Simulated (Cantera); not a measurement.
## Ammonia decomposition in nitride growth gas

An isothermal, constant-pressure homogeneous reactor starts with NH3 : N2 = 4.1 : 9.1 (molar parts), at 1850 K and 750 Torr.

Model: the gas-phase N/H chemistry of the illustrative SiF4/NH3 mechanism in the Surface Chemkin manual (1991), integrated in Cantera. Walls and surfaces, which speed up NH3 decomposition in real reactors, are not modelled.

| t (s) | x NH3 | x H2 | x NH2 | x N2 | x NH | x H |
|---|---|---|---|---|---|---|
| 1.00e-6 | 0.311 | 4.53e-7 | 1.01e-6 | 0.689 | 8.66e-12 | 1.07e-7 |
| 4.90e-6 | 0.311 | 2.64e-6 | 5.39e-6 | 0.689 | 3.15e-10 | 1.08e-7 |
| 2.40e-5 | 0.311 | 1.34e-5 | 2.68e-5 | 0.689 | 1.35e-8 | 1.09e-7 |
| 0.000118 | 0.310 | 7.17e-5 | 0.000127 | 0.689 | 3.86e-7 | 1.38e-7 |
| 0.000577 | 0.310 | 0.000694 | 0.000334 | 0.689 | 1.72e-6 | 5.37e-7 |
| 0.00283 | 0.306 | 0.00482 | 0.000332 | 0.689 | 2.08e-6 | 2.18e-6 |
| 0.0139 | 0.289 | 0.0241 | 0.000294 | 0.686 | 2.73e-6 | 9.20e-6 |
| 0.0679 | 0.223 | 0.100 | 0.000226 | 0.677 | 3.07e-6 | 3.74e-5 |
| 0.333 | 0.0801 | 0.264 | 0.000106 | 0.656 | 2.15e-6 | 0.000127 |
| 1.63 | 0.00659 | 0.348 | 1.44e-5 | 0.645 | 5.00e-7 | 0.000278 |
| 8.00 | 0.000636 | 0.355 | 1.58e-6 | 0.644 | 6.22e-8 | 0.000321 |
x: mole fraction; the columns are a selection and need not sum to one.

Equilibrium at this temperature and pressure: NH3 4.45e-6, H2 0.355, NH2 1.11e-8, N2 0.644, NH 4.39e-10, H 0.000323 (gas phase only).
